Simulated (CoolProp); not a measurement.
A single-stage vapour-compression cycle with R236EA: evaporating at 253.15 K (dew point), condensing at 309.15 K (bubble point), superheat 0 K, subcooling 0 K, compressor efficiency 0.6, no pressure losses. Each further row changes one setting.

Values from CoolProp's reference Helmholtz-energy equation of state, Rui 2013.

```
case                              cooling COP  pressure ratio  discharge temperature (K)  refrigerating effect (kJ/kg)  volumetric capacity (kJ/m³)
--------------------------------  -----------  --------------  -------------------------  ----------------------------  ---------------------------
as stated                                2.01            9.77                      323.2                           109                          243
evaporating temperature 258.15 K         2.32            7.59                      321.1                           112                          319
condensing temperature 304.15 K          2.29            8.30                      318.1                           115                          258
subcooling 5 K                           2.12            9.77                      323.2                           115                          258
superheat 10 K                           2.05            9.77                      334.4                           117                          251
compressor efficiency 0.5                1.67            9.77                      334.7                           109                          243
```
